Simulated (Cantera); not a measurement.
What does this Cantera script print?

```python
import numpy as np
import cantera as ct

gas = ct.Solution("h2o2.yaml")
gas.TPX = 625, 11000, {'H2': 1, 'O2': 0.179, 'N2': 0.75}
flame = ct.FreeFlame(gas, width=0.19)
flame.set_refine_criteria(ratio=3, slope=0.08, curve=0.16)
flame.transport_model = "mixture-averaged"
flame.solve(loglevel=0, auto=True)
z, T = flame.grid, flame.T
thick = (T[-1] - T[0]) / np.gradient(T, z).max()
show = ['H2', 'O2', 'O', 'OH', 'H2O', 'H']
print(f"laminar burning velocity  {flame.velocity[0] * 100:.3f} cm/s")
print(f"burnt temperature         {T[-1]:.1f} K")
print(f"thermal thickness         {thick * 1e3:.4f} mm")
print(f"grid points               {len(z)}")
z0 = z[flame.heat_release_rate.argmax()]
print(f"{'z/mm':>9s}{'T/K':>9s}{'u/(m/s)':>9s}" + "".join(f"{s:>11s}" for s in show))
rows = []
for k in (-3, -2, -1.5, -1, -0.5, -0.25, 0, 0.25, 0.5, 1, 2, 4, 8):
    zz = z0 + k * thick
    rows.append([k * thick, np.interp(zz, z, T), np.interp(zz, z, flame.velocity),
                 *(np.interp(zz, z, flame.X[gas.species_index(s)]) for s in show)])
    print(f"{rows[-1][0] * 1e3:9.3f}{rows[-1][1]:9.1f}{rows[-1][2]:9.3f}" + "".join(f"{x:11.3e}" for x in rows[-1][3:]))
```

Output:

```
laminar burning velocity  622.760 cm/s
burnt temperature         2029.1 K
thermal thickness         8.7118 mm
grid points               155
     z/mm      T/K  u/(m/s)         H2         O2          O         OH        H2O          H
  -26.135    625.0    6.228  5.184e-01  9.279e-02  7.067e-16  5.438e-17  4.146e-14  8.759e-14
  -17.424    625.0    6.228  5.184e-01  9.279e-02  7.156e-13  5.681e-14  1.374e-11  9.479e-11
  -13.068    625.0    6.228  5.184e-01  9.279e-02  5.393e-11  4.623e-12  6.766e-10  7.879e-09
   -8.712    625.0    6.228  5.184e-01  9.279e-02  9.442e-09  2.492e-09  2.223e-07  1.433e-06
   -4.356    637.2    6.340  5.164e-01  9.253e-02  1.012e-05  1.609e-05  8.468e-04  7.747e-04
   -2.178    739.3    7.281  4.950e-01  8.906e-02  1.849e-04  1.251e-04  1.051e-02  1.158e-02
    0.000   1044.2   10.065  3.763e-01  4.975e-02  2.365e-03  9.532e-04  9.366e-02  7.567e-02
    2.178   1249.2   11.993  2.931e-01  3.859e-03  8.812e-04  1.008e-03  1.837e-01  1.141e-01
    4.356   1323.8   12.653  2.921e-01  2.865e-04  3.953e-04  1.052e-03  1.917e-01  1.092e-01
    8.712   1410.8   13.400  3.001e-01  1.171e-04  3.794e-04  1.294e-03  1.930e-01  9.731e-02
   17.424   1512.5   14.258  3.101e-01  1.024e-04  3.530e-04  1.538e-03  1.943e-01  8.265e-02
   34.847   1620.2   15.147  3.210e-01  8.023e-05  2.887e-04  1.685e-03  1.959e-01  6.669e-02
   69.694   1724.5   15.990  3.317e-01  5.431e-05  2.032e-04  1.665e-03  1.977e-01  5.093e-02
```

Cantera simulation using the H2/O2 subset of GRI-Mech 3.0, which has no nitrogen chemistry; the numbers are that mechanism's predictions, not measurements. Burning velocities carry a grid error of a few per cent, more on coarse grids.
